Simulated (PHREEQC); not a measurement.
Solution (25 °C): 0.345 mol/kgw NaCl, 1.5 mol/kgw CaCl2 and 0.13 mol/kgw LiCl. Closed to the air; pH follows from the charge balance.

Equilibrium calculation in PHREEQC: Pitzer model, pitzer.dat.

Precipitation was switched off in this run.

Task: What activity of water, osmotic coefficient, density does the model give?

Result: activity of water 0.883; osmotic coefficient 1.270; density 1.135 g/cm³.

Complexes and solids missing from the database can't appear.
